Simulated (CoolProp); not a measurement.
Properties of R407C along the isotherm 484.3 K (Tc = 359.3 K, pc = 4632 kPa, ω = 0.363).

Computed with CoolProp (reference Helmholtz-energy equation of state, Lemmon 2003). It is a pseudo-pure fit of the blend.

```csv
p (kPa),phase,cp (kJ/(kg K)),cv (kJ/(kg K)),conductivity (mW/(m K))
3860,gas,1.213,1.039,30.2
7720,supercritical,___,1.068,34.6
11600,supercritical,___,1.089,40.4
15400,supercritical,1.611,1.098,46.6
19300,supercritical,1.624,1.101,52.4
23200,supercritical,___,1.102,57.2
27000,supercritical,1.572,1.102,61.0
30900,supercritical,1.546,1.102,64.4
34700,supercritical,1.524,1.102,67.3
38600,supercritical,1.507,1.103,69.9
42500,supercritical,1.492,1.104,72.3
46300,supercritical,1.480,1.105,74.4
```

### Question
Fill in the missing entries.

### Answer

- 7720, cp (kJ/(kg K)): 1.363
- 11600, cp (kJ/(kg K)): 1.521
- 23200, cp (kJ/(kg K)): 1.601

Thermal conductivity comes from a separate model (Geller 2001).
